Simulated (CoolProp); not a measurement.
Vapour pressure (kPa) of water: the reference equation beside estimates from Tc = 373.9 °C, pc = 22060 kPa, ω = 0.344. Clausius-Clapeyron is anchored at 183.95 °C with a constant enthalpy of vaporisation of 36.03 kJ/mol.

Model: reference Helmholtz-energy equation of state, Wagner 2002, in CoolProp.

```json
[
 {"T (°C)": "169.35", "reference": "779.8", "Lee-Kesler": "774.0", "Clausius-Clapeyron": "802.5", "van der Waals": "3921", "Soave-Redlich-Kwong": "773.7", "Peng-Robinson": "775.1"},
 {"T (°C)": "183.95", "reference": "1097", "Lee-Kesler": "1100", "Clausius-Clapeyron": "1097", "van der Waals": "4632", "Soave-Redlich-Kwong": "1099", "Peng-Robinson": "1096"},
 {"T (°C)": "198.55", "reference": "1508", "Lee-Kesler": "1524", "Clausius-Clapeyron": "1471", "van der Waals": "5421", "Soave-Redlich-Kwong": "1523", "Peng-Robinson": "1513"},
 {"T (°C)": "213.15", "reference": "2031", "Lee-Kesler": "2062", "Clausius-Clapeyron": "1939", "van der Waals": "6293", "Soave-Redlich-Kwong": "2063", "Peng-Robinson": "2044"},
 {"T (°C)": "227.75", "reference": "2684", "Lee-Kesler": "2733", "Clausius-Clapeyron": "2514", "van der Waals": "7250", "Soave-Redlich-Kwong": "2739", "Peng-Robinson": "2709"},
 {"T (°C)": "242.35", "reference": "3487", "Lee-Kesler": "3556", "Clausius-Clapeyron": "3212", "van der Waals": "8295", "Soave-Redlich-Kwong": "3572", "Peng-Robinson": "3527"},
 {"T (°C)": "256.95", "reference": "4464", "Lee-Kesler": "4552", "Clausius-Clapeyron": "4048", "van der Waals": "9430", "Soave-Redlich-Kwong": "4583", "Peng-Robinson": "4522"},
 {"T (°C)": "271.45", "reference": "5629", "Lee-Kesler": "5733", "Clausius-Clapeyron": "5033", "van der Waals": "10650", "Soave-Redlich-Kwong": "5787", "Peng-Robinson": "5709"},
 {"T (°C)": "286.05", "reference": "7023", "Lee-Kesler": "7140", "Clausius-Clapeyron": "6195", "van der Waals": "11970", "Soave-Redlich-Kwong": "7223", "Peng-Robinson": "7128"}
]
```

Absolute difference from the reference over all 9 rows, mean and median: Lee-Kesler 1.4 and 1.7 %, Clausius-Clapeyron 6.2 and 6.3 %, van der Waals 197.0 and 170.1 %, Soave-Redlich-Kwong 1.8 and 2.0 %, Peng-Robinson 0.9 and 0.9 %.
